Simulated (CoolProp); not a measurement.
A Linde-Hampson liquefier for dry air: isothermal reversible compression at 200 K from 1 atm to 20 MPa, throttling to 1 atm, return gas leaving the recuperator 5 K below the feed. Each further row changes one setting.

The numbers come from the reference Helmholtz-energy equation of state, Lemmon 2000 in CoolProp. It is a pseudo-pure fit of the blend.

| case | liquid yield per pass | compression work (kJ/kg of gas) |
|---|---|---|
| as stated | [?] | 284 |
| high pressure 40 MPa | [?] | [?] |
| warm-end temperature 230 K | [?] | [?] |
| warm-end gap 10 K | [?] | 284 |

What belongs in the gaps?


- as stated, liquid yield per pass: 0.240
- high pressure 40 MPa, liquid yield per pass: 0.269
- high pressure 40 MPa, compression work (kJ/kg of gas): 323
- warm-end temperature 230 K, liquid yield per pass: 0.162
- warm-end temperature 230 K, compression work (kJ/kg of gas): 337
- warm-end gap 10 K, liquid yield per pass: 0.228
